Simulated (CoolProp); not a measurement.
Vapour pressure (MPa) of methanol: the reference equation beside estimates from Tc = 513.4 K, pc = 8.216 MPa, ω = 0.565. Clausius-Clapeyron is anchored at 326.7 K with a constant enthalpy of vaporisation of 35.94 kJ/mol.

Values from CoolProp's reference Helmholtz-energy equation of state, de Reuck 1993.

| T (K) | reference | Lee-Kesler | Clausius-Clapeyron | Redlich-Kwong | Peng-Robinson |
|---|---|---|---|---|---|
| 319 | 0.04638 | 0.04217 | 0.04712 | 0.2407 | 0.04443 |
| 326.7 | 0.06484 | 0.06038 | 0.06484 | 0.3041 | 0.06305 |
| 334.4 | 0.08910 | 0.08466 | … | … | 0.08773 |
| 342 | 0.1200 | 0.1160 | 0.1172 | 0.4662 | 0.1194 |
| 349.7 | 0.1600 | 0.1568 | 0.1548 | … | 0.1604 |
| 357.4 | 0.2103 | 0.2086 | 0.2020 | … | … |
| 365.1 | 0.2729 | 0.2732 | 0.2607 | … | 0.2769 |
| 372.8 | … | 0.3528 | 0.3329 | 0.9719 | 0.3565 |
| 380.5 | 0.4436 | 0.4498 | … | 1.143 | 0.4533 |
| 388.2 | 0.5567 | 0.5666 | 0.5273 | 1.334 | 0.5699 |

Q: What belongs in the gaps?

A: 
- 334.4, Clausius-Clapeyron: 0.08793
- 334.4, Redlich-Kwong: 0.3793
- 349.7, Redlich-Kwong: 0.5683
- 357.4, Redlich-Kwong: 0.6858
- 357.4, Peng-Robinson: 0.2123
- 365.1, Redlich-Kwong: 0.8199
- 372.8, reference: 0.3499
- 380.5, Clausius-Clapeyron: 0.4210

Absolute difference from the reference over all 10 rows, mean and median: Lee-Kesler 3.1 and 1.9 %, Clausius-Clapeyron 3.2 and 3.6 %, Redlich-Kwong 255.9 and 240.6 %, Peng-Robinson 1.8 and 1.7 %.
